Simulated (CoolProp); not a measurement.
Vapour pressure (MPa) of normal hydrogen: the reference equation beside estimates from Tc = 33.1 K, pc = 1.296 MPa, ω = -0.219. Clausius-Clapeyron is anchored at 23.8 K with a constant enthalpy of vaporisation of 0.8535 kJ/mol.

Computed with CoolProp (reference Helmholtz-energy equation of state, Leachman 2009).

| T (K) | reference | Lee-Kesler | Clausius-Clapeyron | Redlich-Kwong | Soave-Redlich-Kwong | Peng-Robinson |
|---|---|---|---|---|---|---|
| 20.2 | 0.09636 | 0.09646 | 0.1143 | 0.03122 | 0.09154 | 0.09741 |
| 21.1 | 0.1249 | 0.1251 | 0.1420 | 0.04816 | 0.1210 | 0.1274 |
| 22 | 0.1591 | 0.1593 | 0.1733 | 0.07118 | 0.1564 | 0.1633 |
| 22.9 | 0.1995 | 0.1997 | 0.2082 | 0.1014 | 0.1985 | 0.2056 |
| 23.8 | 0.2466 | 0.2468 | 0.2466 | 0.1400 | 0.2477 | 0.2548 |
| 24.6 | 0.2947 | 0.2947 | 0.2838 | 0.1823 | 0.2979 | 0.3049 |
| 25.5 | 0.3562 | 0.3561 | 0.3288 | 0.2399 | 0.3621 | 0.3687 |
| 26.4 | 0.4262 | 0.4260 | 0.3771 | 0.3091 | 0.4348 | 0.4409 |
| 27.3 | 0.5053 | 0.5050 | 0.4287 | 0.3909 | 0.5166 | 0.5219 |
| 28.1 | 0.5838 | 0.5834 | 0.4772 | 0.4751 | 0.5972 | 0.6018 |
| 29 | 0.6821 | 0.6815 | 0.5345 | 0.5836 | 0.6973 | 0.7009 |
| 29.9 | 0.7914 | 0.7910 | 0.5945 | 0.7075 | 0.8076 | 0.8103 |
| 30.8 | 0.9129 | 0.9128 | 0.6573 | 0.8479 | 0.9286 | 0.9303 |
| 31.7 | 1.048 | 1.048 | 0.7225 | 1.005 | 1.061 | 1.061 |
| 32.5 | 1.180 | 1.181 | 0.7825 | 1.161 | 1.187 | 1.188 |

Absolute difference from the reference over all 15 rows, mean and median: Lee-Kesler 0.1 and 0.1 %, Clausius-Clapeyron 16.1 and 15.2 %, Redlich-Kwong 30.3 and 27.5 %, Soave-Redlich-Kwong 1.9 and 1.7 %, Peng-Robinson 2.5 and 2.8 %.
